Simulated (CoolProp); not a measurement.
Ethylene along the isobar 5460 kPa: density (kg/m³) from the reference equation and from simpler models built on Tc = 282.4 K, pc = 5042 kPa, ω = 0.087; each cubic takes its own stable root.

Values from CoolProp's reference Helmholtz-energy equation of state, Smukala 2000.

```tsv
T (K)	phase	reference
239.8	liquid	460.2
263.1	liquid	403.6
286.5	supercritical	187.5
309.9	supercritical	90.23
333.2	supercritical	73.11
356.6	supercritical	63.29
379.9	supercritical	56.55
403.3	supercritical	51.44
426.6	supercritical	47.40
450	supercritical	44.06
```

Task: How far does each simpler model (Redlich-Kwong, Soave-Redlich-Kwong) lie from the reference over these 10 states: mean and median of the absolute difference, and the worst?

Result: 
- Redlich-Kwong: mean 2.8 %, median 0.9 %, worst -11.4 % at 263.1 K and 5460 kPa
- Soave-Redlich-Kwong: mean 3.0 %, median 1.0 %, worst -10.4 % at 263.1 K and 5460 kPa
